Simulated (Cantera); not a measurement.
Gas mixture: C2H2 : CO2 : C2H4 = 0.69 : 0.36 : 0.92 (molar parts), at 0.000336 atm, frozen composition.

Cantera's kinetic-theory transport with the Lennard-Jones parameters of GRI-Mech 3.0, ideal gas; thermal conductivity in the multicomponent form. The composition is frozen, though it would react at the higher temperatures.

One state of this run: ρ (kg/m³) = 7.50e-5; cp (J/kg/K) = 3004; μ (µPa s) = 43.3; λ (mW/m/K) = 176; Pr = 0.737; D (cm²/s) CH4 = 10200; D (cm²/s) O = 14100; D (cm²/s) H2 = 33400. D: mixture-averaged diffusion coefficient of that species in the mixture.

Q: Which value of T (K) does it belong to?
(A) 1650
(B) 900
(C) 1150
(D) 650

A: A, 1650
